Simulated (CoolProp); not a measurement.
Vapour-liquid equilibrium of ethylene (1) + isobutane (2) at 197.7 K; x and y are mole fractions of (1).

The numbers come from the multi-fluid Helmholtz-energy mixture model, Smukala 2000 and Bücker 2006; pair parameters Bell 2016 in CoolProp.

```csv
x,"bubble pressure, mixture model (bar)","bubble pressure, Raoult's law (bar)","y, mixture model","y, Raoult's law"
0.05,0.1970,0.2376,0.843,0.871
0.15,0.5450,0.6484,0.948,0.958
0.25,0.9174,1.059,0.972,0.977
0.35,1.313,1.470,0.983,0.986
0.45,1.727,1.881,0.989,0.991
0.55,2.155,2.292,0.993,0.994
0.65,2.591,2.702,0.995,0.996
0.75,3.031,3.113,0.997,0.997
0.85,3.472,3.524,0.998,0.999
0.95,3.914,3.935,0.999,1.000
```

The largest gap from Raoult's law is -17.1 % in bubble pressure, at x = 0.05. No azeotrope shows between x = 0.05 and 0.95.

Pair parameters are fitted to limited data, so mixtures are less certain than the pure fluids.
